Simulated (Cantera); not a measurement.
Feed: 1 mol SiH2Cl2, 1.3 mol N2, at 1150 °C and 6.20 Pa.

Equilibrium computed with Cantera from the NASA thermochemical tables; the gas is ideal and each condensed phase is pure. Candidate condensed phases: NH4Cl, Si, Si3N4; 28 gas species. N2 is the only nitrogen source here; it is nearly inert below about 1500 K, so the nitride shown seldom forms there in practice. The tables' values for SiCl3, SiCl are old estimates; treat these amounts as uncertain. Rates play no part.

Base state: N2 0.358, H2 0.233, SiCl2 0.229, HCl 0.176, SiCl3 0.00276, H 0.000408, Cl 0.000252, SiCl4 0.000131 (mole fractions); condensed: Si3N4(s).

### Question
What changes in the equilibrium state with this change: temperature from 1150 °C to 1052 °C?

### Answer
```
species          before    after
-------------  --------  -------
N2                0.358    0.333
HCl               0.176    0.300
H2                0.233    0.187
SiCl2             0.229    0.170
Si              1.41e-5  1.95e-7
SiCl4          0.000131  0.00222
Si3N4(s), mol    0.0929    0.155
```
The tables' values for SiCl3 are old estimates; treat these amounts as uncertain.
